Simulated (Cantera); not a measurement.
## Pyrogenic steam for wet oxidation

A perfectly stirred reactor is fed with 13.5 % H₂, 24.0 % O₂, 62.5 % N₂, at 0.270 bar; it is held at 1275 K, and followed from long to short residence time.

Model: GRI-Mech 3.0 (53 species, 325 reactions), integrated in Cantera. The temperature is held fixed by assumption; the heat of reaction is taken as removed at once.

```csv
τ (s),x H₂,x O₂,x HO₂,x NO,x O,x H,x N₂O
0.42,0.000158,0.185,4.86e-6,4.05e-7,0.000121,1.34e-5,3.54e-7
0.19,0.000265,0.185,7.31e-6,3.38e-7,0.000207,2.99e-5,3.09e-7
0.088,0.000435,0.185,1.05e-5,3.20e-7,0.000349,6.47e-5,2.63e-7
0.040,0.000718,0.185,1.44e-5,3.61e-7,0.000590,0.000142,2.18e-7
0.019,0.00114,0.185,1.86e-5,4.69e-7,0.000961,0.000298,1.79e-7
0.0085,0.00187,0.185,2.33e-5,6.91e-7,0.00161,0.000659,1.42e-7
0.0039,0.00299,0.185,2.76e-5,1.04e-6,0.00263,0.00141,1.12e-7
0.0018,0.00470,0.184,3.11e-5,1.56e-6,0.00418,0.00293,8.62e-8
0.00082,0.00738,0.184,3.36e-5,2.22e-6,0.00653,0.00597,6.51e-8
```
x: mole fraction; the columns are a selection and need not sum to one.
